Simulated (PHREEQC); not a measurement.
PHREEQC input (ion-association model, phreeqc.dat):

```
SOLUTION 0
  temp 40
  units mmol/kgw
  pH 7 charge
  Cl 249.01
  Sr 79
  K 91
SOLUTION 1-30
  temp 40
  units mmol/kgw
  pH 7 charge
  Cl 38.55
  K 0.54
  Mn(2) 19
END
EXCHANGE 1-30
  X 0.095
  -equilibrate 1
END
SELECTED_OUTPUT 1
  -reset false
  -pH true
  -pe true
  -ionic_strength true
  -water true
  -step true
  -totals Cl K Mn Sr Mn(2) Mn(3)
  -molalities KX MnX2 SrX2
  -saturation_indices Pyrochroite Sylvite
PRINT
  -reset false
TRANSPORT
  -cells 30
  -shifts 90
  -lengths 0.0166667
  -time_step 3600
  -dispersivities 0.018
  -boundary_conditions flux flux
  -correct_disp true
  -punch_cells 30
  -punch_frequency 3
END
```

Selected output (columns that matter, 16 of 31 rows; pore volumes added in front):

```
pore volumes	pH	mu	Cl	K	Mn	Sr	m_KX	m_MnX2	m_SrX2	si_Pyrochroite	si_Sylvite
0	5.068	0.055055	0.03855	0.00054	0.019	0	0.00097072	0.047015	0	-7.1509	-5.8581
0.2167	5.068	0.055055	0.03855	0.00054	0.019	0	0.00097072	0.047015	0	-7.1509	-5.8581
0.4167	5.0681	0.055197	0.038652	0.00054069	0.019051	2.2705e-22	0.00097072	0.047015	1.6368e-21	-7.15	-5.8567
0.6167	5.0718	0.06817	0.048056	0.00059978	0.023723	5.8131e-13	0.00097026	0.047015	3.4022e-12	-7.0769	-5.7354
0.8167	5.0826	0.13064	0.094747	0.0010086	0.046864	5.5808e-07	0.0011856	0.046905	1.7247e-06	-6.8606	-5.2787
1.0167	5.0897	0.21271	0.16018	0.0059101	0.076553	0.00057471	0.0053796	0.043745	0.0010649	-6.7195	-4.3367
1.2167	5.096	0.27052	0.20833	0.027483	0.073981	0.016438	0.018344	0.021949	0.016379	-6.7699	-3.5739
1.4167	5.104	0.30639	0.23314	0.055415	0.037214	0.051644	0.027279	0.0058722	0.027988	-7.0793	-3.2165
1.6167	5.1083	0.32221	0.24347	0.073208	0.014587	0.070537	0.031824	0.0017759	0.029812	-7.4892	-3.0723
1.8167	5.1099	0.32723	0.24722	0.082491	0.0052748	0.077084	0.034282	0.00058439	0.029775	-7.9318	-3.0115
2.0167	5.1104	0.32836	0.24846	0.087016	0.0018322	0.078885	0.035588	0.00019627	0.02951	-8.3912	-2.9851
2.2167	5.1106	0.32841	0.24885	0.089159	0.00062019	0.07922	0.03626	6.5654e-05	0.029304	-8.8616	-2.9734
2.4167	5.1107	0.32827	0.24896	0.090158	0.000206	0.079192	0.036595	2.1718e-05	0.029181	-9.3402	-2.9681
2.6167	5.1107	0.32815	0.249	0.090618	6.7421e-05	0.079117	0.036758	7.098e-06	0.029114	-9.8252	-2.9658
2.8167	5.1107	0.32808	0.24901	0.090829	2.1808e-05	0.079062	0.036835	2.2948e-06	0.02908	-10.315	-2.9647
3.0167	5.1107	0.32804	0.24901	0.090924	6.9872e-06	0.079031	0.03687	7.351e-07	0.029064	-10.81	-2.9642
```

Away from 25 °C the constants follow the database's enthalpies or fits; those with neither stay at their 25 °C values.
